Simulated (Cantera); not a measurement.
Cantera with NASA thermochemical tables; ideal gases at 1 bar, condensed phases pure. Values are per mole of reaction as written; species without (g) are pure solids or liquids, kept so even where they would boil at 1 bar.

Problem. Between 1075 and 1825 K, where is each reaction favourable under standard conditions?
- P4(g) + 5 NO2(g) → P4O10(g) + 5 N(g)

Solution. 
- P4(g) + 5 NO2(g) → P4O10(g) + 5 N(g): ΔG° is -472 kJ at 1075 K and -311 kJ at 1825 K; it stays negative (K > 1). ΔH° is -676 kJ and ΔS° -200 J/K at 1825 K.
